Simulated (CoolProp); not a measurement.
A closed Brayton cycle with nitrogen: compressor inlet 323.15 K and 7.3 MPa, high pressure 16.2 MPa, turbine inlet 620 K, compressor efficiency 0.8, turbine efficiency 0.85, recuperator effectiveness 0.8 (on enthalpy, no pinch check). Each further row changes one setting.

Values from CoolProp's reference Helmholtz-energy equation of state, Span 2000.

| case | thermal efficiency (%) | net work (kJ/kg) | compressor to turbine work | compressor exit (K) | turbine exit (K) |
|---|---|---|---|---|---|
| as stated | 4.1 | 5.80 | 0.95 | 427.5 | 514.3 |
| turbine inlet 570 K | -3.1 | ? | 1.0 | 427.5 | 471.8 |
| compressor inlet 333.15 K | ? | 2.09 | 0.98 | 440.6 | 514.3 |
| high pressure 13.8 MPa | 7.0 | 9.01 | 0.91 | 404.5 | ? |
| recuperator effectiveness 0.5 | 3.4 | 5.80 | 0.95 | 427.5 | 514.3 |

What belongs in the gaps?


- turbine inlet 570 K, net work (kJ/kg): -3.81
- compressor inlet 333.15 K, thermal efficiency (%): 1.5
- high pressure 13.8 MPa, turbine exit (K): 533.9
